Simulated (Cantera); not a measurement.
Input: 1 mol Pb, 3.6 mol CO, 0.44 mol N2, held at 675 °C and 0.00250 bar.

Equilibrium computed with Cantera from the NASA thermochemical tables; the gas is ideal and each condensed phase is pure. Candidate condensed phases: C, Pb, PbO, PbO2, Pb3O4; 27 gas species. The numbers say what is thermodynamically allowed, not how fast it happens.

### Question
What is the equilibrium state?

### Answer
```
Item                                     Value
----------------------------------  ----------
x(CO)                                    0.886
x(N2)                                    0.109
x(CO2)                                 0.00342
x(Pb)                                  0.00192
n(C(graphite))                      0.0138 mol
n(Pb(l))                             0.992 mol
gas amount                           4.034 mol
log10 activity of PbO2(s) (absent)      -22.00
```
